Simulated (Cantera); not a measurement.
A Cantera script and its output.

```python
import numpy as np
import cantera as ct

gas = ct.Solution("gri30.yaml")
gas.TPX = 1448, 13332, {'CO': 0.006, 'O2': 0.0024, 'H2O': 0.0039, 'N2': 1}
reactor = ct.IdealGasConstPressureReactor(gas, energy="off", clone=False)
net = ct.ReactorNet([reactor])
net.rtol, net.atol = 1e-08, 1e-18
show = ['CO', 'O2', 'H2O', 'HO2', 'NO', 'N2O', 'NO2']
times = np.geomspace(0.0003, 90, 12)

steps = ct.SolutionArray(gas, extra=["t"])
rows = []
print(f"{'t/s':>10s}{'T/K':>9s}{'P/Pa':>11s}" + "".join(f"{s:>11s}" for s in show))
for t in times:
    while net.time < t:
        t_next = net.step()
        steps.append(gas.state, t=t_next)
    rows.append([np.interp(t, steps.t, y) for y in (steps.T, steps.P, *steps(*show).X.T)])
    print(f"{t:10.3e}{rows[-1][0]:9.1f}{rows[-1][1]:11.4g}" + "".join(f"{x:11.3e}" for x in rows[-1][2:]))
rate = np.gradient(steps.T, steps.t)
print("integrator steps:", len(steps.t))
if steps.T.max() > steps.T[0] + 200:
    print(f"time of steepest temperature rise: {steps.t[rate.argmax()]:.4e} s")
gas.TPX = 1448, 13332, {'CO': 0.006, 'O2': 0.0024, 'H2O': 0.0039, 'N2': 1}
gas.equilibrate("TP")
print(f"equilibrium (TP): T = {gas.T:.1f} K  " + "  ".join(f"{s} {gas[s].X[0]:.3e}" for s in show))
```

Output:

```
       t/s      T/K       P/Pa         CO         O2        H2O        HO2         NO        N2O        NO2
 3.000e-04   1448.0  1.333e+04  5.927e-03  2.371e-03  3.853e-03  2.566e-11  6.354e-17  1.060e-14  2.175e-24
 9.442e-04   1448.0  1.333e+04  5.927e-03  2.371e-03  3.853e-03  7.037e-11  7.427e-16  4.878e-14  1.029e-22
 2.971e-03   1448.0  1.333e+04  5.927e-03  2.371e-03  3.853e-03  1.673e-10  8.992e-15  3.209e-13  5.763e-21
 9.352e-03   1448.0  1.333e+04  5.926e-03  2.370e-03  3.852e-03  1.570e-09  4.132e-13  1.058e-11  2.428e-18
 2.943e-02   1448.0  1.333e+04  4.231e-03  1.618e-03  3.190e-03  5.023e-08  2.370e-08  1.761e-08  4.747e-13
 9.262e-02   1448.0  1.333e+04  1.924e-03  7.432e-04  2.649e-03  2.483e-08  1.010e-06  8.563e-09  9.572e-12
 2.915e-01   1448.0  1.333e+04  1.496e-03  4.284e-04  3.080e-03  1.436e-08  2.138e-06  7.191e-09  1.740e-11
 9.174e-01   1448.0  1.333e+04  1.126e-03  1.594e-04  3.390e-03  5.329e-09  2.715e-06  4.986e-09  1.596e-11
 2.887e+00   1448.0  1.333e+04  9.507e-04  3.195e-05  3.529e-03  1.057e-09  2.907e-06  2.371e-09  8.703e-12
 9.087e+00   1448.0  1.333e+04  9.153e-04  2.812e-06  3.573e-03  8.803e-11  2.938e-06  6.673e-10  2.982e-12
 2.860e+01   1448.0  1.333e+04  9.146e-04  1.680e-07  3.583e-03  4.186e-12  2.915e-06  1.560e-10  1.065e-12
 9.000e+01   1448.0  1.333e+04  9.151e-04  1.221e-08  3.585e-03  1.826e-13  2.873e-06  4.976e-11  6.091e-13
integrator steps: 1591
equilibrium (TP): T = 1448.0 K  CO 9.132e-04  O2 1.096e-09  H2O 3.587e-03  HO2 9.287e-15  NO 7.654e-08  N2O 1.954e-12  NO2 1.270e-14
```

Detailed kinetics in Cantera: GRI-Mech 3.0 (53 species, 325 reactions).
